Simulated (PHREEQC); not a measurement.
Dissolve 0.0019 mol CuCl2, 0.035 mol H2SO4 and 0.0001 mol H3BO3 per kg of water at 25 °C. Closed to the air; pH follows from the charge balance.

Equilibrium calculation in PHREEQC: ion-association model, phreeqc.dat.

| Property | Result |
|---|---|
| pH | 1.40 |
| ionic strength | 0.0620 mol/kgw |
| specific conductance | 16800 µS/cm |
| density | 1.000 g/cm³ |
| total alkalinity | -70.0 meq/kg |

| species | molality | activity | log γ |
|---|---|---|---|
| H+ | 0.0468 | 0.0396 | -0.073 |
| HSO4- | 0.0232 | 0.0187 | -0.092 |
| SO4-2 | 0.0112 | 0.00487 | -0.363 |
| Cl- | 0.00379 | 0.00303 | -0.097 |
| Cu+2 | 0.00131 | 0.000597 | -0.341 |
| CuSO4 | 0.000585 | 0.000594 | 0.006 |
| H3BO3 | 0.000100 | 0.000101 | 0.006 |
| CuCl+ | 6.08e-6 | 4.88e-6 | -0.096 |
| CuCl2 | 7.84e-9 | 7.95e-9 | 0.006 |

This is a speciation only: nothing precipitates in the calculation. Species that the database lacks are ignored.
